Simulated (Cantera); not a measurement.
Charge: 1 mol Pb, 0.14 mol H2O, 28 mol CO, at 700 °C and 6300 Torr.

Method: chemical equilibrium by Gibbs-energy minimisation in Cantera with the NASA 1993 tables (ideal gas, pure condensed phases). Candidate condensed phases: C, C6H6, C7H8, C8H18, H2O, Pb, PbO, PbO2, Pb3O4; 113 gas species. Kinetics and transport are ignored.

Base state: CO2 0.702, CO 0.289, H2O 0.00507, H2 0.00336, CH4 1.22e-5 (mole fractions); condensed: C(graphite) + Pb(l).

**Question.** What changes in the equilibrium state with this change: H2O from 0.14 to 0.017 mol?

**Answer.** 
```tsv
species	before	after
CO2	0.702	0.709
CO	0.289	0.290
H2O	0.00507	0.000624
H2	0.00336	0.000412
CH4	1.22e-5	1.83e-7
C(graphite), mol	11.6	11.6
Pb(l), mol	1.000	1.000
```
